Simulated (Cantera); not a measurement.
# HMDSO + NO + H2 (silicon oxide and oxynitride deposition)

A closed system holds: 1 mol HMDSO, 16 mol NO, 2.8 mol H2, equilibrated at 1598 K and 0.100 bar.

Method: chemical equilibrium by Gibbs-energy minimisation in Cantera with the NASA 1993 tables (ideal gas, pure condensed phases). Candidate condensed phases: C, C6H6, C7H8, C8H18, H2O, Si, SiC, SiO2, Si2N2O, Si3N4; 151 gas species. The feed counts by its element totals alone. The tables hold silica as quartz up to 1696 K and as liquid above; real silica turns to tridymite and cristobalite and melts near 1996 K. Gases not in the tables: Si(OH)4. Kinetics and transport are ignored.

| Property | Value |
|---|---|
| x(N2) | 0.310 |
| x(H2) | 0.240 |
| x(H2O) | 0.217 |
| x(CO) | 0.179 |
| x(CO2) | 0.0540 |
| x(H) | 8.25e-5 |
| x(OH) | 2.91e-6 |
| n(SiO2(β-quartz)) | 2.00 mol |
| gas amount | 25.80 mol |
| log10 activity of C(graphite) (absent) | -4.76 |
| log10 activity of Si(s) (absent) | -10.02 |
